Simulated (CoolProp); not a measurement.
R143a at 410.24 K and 0.75 MPa is throttled through a valve to 0.198 MPa with no heat exchange. Each further row changes one setting.

Computed with CoolProp (reference Helmholtz-energy equation of state, Lemmon and Jacobsen 2000).

```
case                        temperature change (K)  final density (kg/m³)
--------------------------  ----------------------  ---------------------
as stated                                     -4.0                   4.98
outlet pressure 0.0594 MPa                    -5.0                   1.49
outlet pressure 0.257 MPa                     -3.5                   6.48
```
